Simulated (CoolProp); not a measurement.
A single-stage vapour-compression cycle with the fluid: evaporating at 272.15 K (dew point), condensing at 315.15 K (bubble point), superheat 5 K, subcooling 2 K, compressor efficiency 0.7, no pressure losses. The same conditions are run with several fluids, on thermodynamics alone (safety and materials aside).

Values from CoolProp's reference Helmholtz-energy equation of state of each fluid (R134a: Tillner-Roth 1994; vinyl chloride: Thol 2022; neopentane: Lemmon 2006; n-pentane: Thol 2019; dimethyl ether: Wu 2011; R1224YDZ: Akasaka 2023).

| fluid | cooling COP | pressure ratio | discharge temperature (K) | refrigerating effect (kJ/kg) | volumetric capacity (kJ/m³) |
|---|---|---|---|---|---|
| R134a | (withheld) | (withheld) | 336.0 | (withheld) | 1980 |
| vinyl chloride | (withheld) | 3.81 | 365.2 | 286 | 1350 |
| neopentane | 3.67 | 4.19 | (withheld) | 238 | 525 |
| n-pentane | 3.81 | 5.29 | 326.3 | 299 | 222 |
| dimethyl ether | 3.76 | 3.64 | (withheld) | 345 | 1900 |
| R1224YDZ | 3.75 | 4.93 | (withheld) | 134 | 468 |

Q: Complete the blanks.

A: 
- R134a, cooling COP: 3.58
- R134a, pressure ratio: 3.80
- R134a, refrigerating effect (kJ/kg): 146
- vinyl chloride, cooling COP: 3.85
- neopentane, discharge temperature (K): 320.1
- dimethyl ether, discharge temperature (K): 347.1
- R1224YDZ, discharge temperature (K): 328.3
